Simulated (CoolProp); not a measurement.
Vapour pressure (kPa) of hydrogen chloride: the reference equation beside estimates from Tc = 51.5 °C, pc = 8314 kPa, ω = 0.130. Clausius-Clapeyron is anchored at -10.65 °C with a constant enthalpy of vaporisation of 12.22 kJ/mol.

Model: reference Helmholtz-energy equation of state, Thol 2018, in CoolProp.

```csv
T (°C),reference,Clausius-Clapeyron,Redlich-Kwong,Soave-Redlich-Kwong,Peng-Robinson
-31.85,1014,1186,1181,1024,1017
-26.55,1206,1352,1396,1220,1211
-21.25,1422,1533,1637,1443,1431
-15.95,1666,1729,1906,1695,1679
-10.65,1940,1940,2203,1977,1957
-5.35,2246,2167,2531,2293,2268
-0.05,2586,2411,2890,2643,2614
5.25,2963,2671,3283,3030,2998
10.55,3379,2948,3710,3456,3421
```

Absolute difference from the reference over all 9 rows, mean and median: Clausius-Clapeyron 8.2 and 7.8 %, Redlich-Kwong 13.4 and 13.6 %, Soave-Redlich-Kwong 1.8 and 1.9 %, Peng-Robinson 0.8 and 0.9 %.
